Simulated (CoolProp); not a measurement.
Properties of diethyl ether at several states.

The numbers come from the reference Helmholtz-energy equation of state, Thol 2014 in CoolProp.

```csv
T (°C),p (bar),phase,density (kg/m³),fugacity coefficient
226.15,86.3,supercritical,408.8,(withheld)
146.85,51.6,liquid,(withheld),(withheld)
165.35,0.125,gas,0.2545,0.9986
```

Question: Fill in the missing entries.

Answer: 
- 226.15, fugacity coefficient: 0.4570
- 146.85, density (kg/m³): 550.2
- 146.85, fugacity coefficient: 0.2894
